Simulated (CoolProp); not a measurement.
Values from CoolProp's reference Helmholtz-energy equation of state, Bücker 2006.

Question: For ethane, give the phase and the cv (kJ/(kg K)), speed of sound (m/s), Joule-Thomson coefficient (K/MPa) at 406.9 K and 0.271 MPa; 492.4 K and 0.271 MPa.

Answer: 
- 406.9 K and 0.271 MPa: gas; cv 1.93, speed of sound 357, Joule-Thomson coefficient 4.86
- 492.4 K and 0.271 MPa: gas; cv 2.29, speed of sound 390, Joule-Thomson coefficient 2.91
